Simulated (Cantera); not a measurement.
Charge: 1 mol Si2Cl6, 1.6 mol N2, 0.24 mol NH3, at 1148.15 K and 7.50 Torr.

Equilibrium computed with Cantera from the NASA thermochemical tables; the gas is ideal and each condensed phase is pure. Candidate condensed phases: NH4Cl, Si, Si3N4; 28 gas species. The feed counts by its element totals alone. The tables' values for SiCl3 are old estimates; treat these amounts as uncertain. Equilibrium is a limit: real reactors are often held back by kinetics, nucleation or transport.

Task: What is the equilibrium state?

Result: 
```json
{
 "x(SiCl4)": "0.402",
 "x(N2)": "0.389",
 "x(HCl)": "0.187",
 "x(H2)": "0.0149",
 "x(SiCl3)": "0.00480",
 "x(SiHCl3)": "0.000645",
 "x(SiCl2)": "0.000632",
 "n(Si3N4(s))": "0.216 mol",
 "gas_amount": "3.306 mol",
 "log10 activity of Si(s) (absent)": "-3.91"
}
```
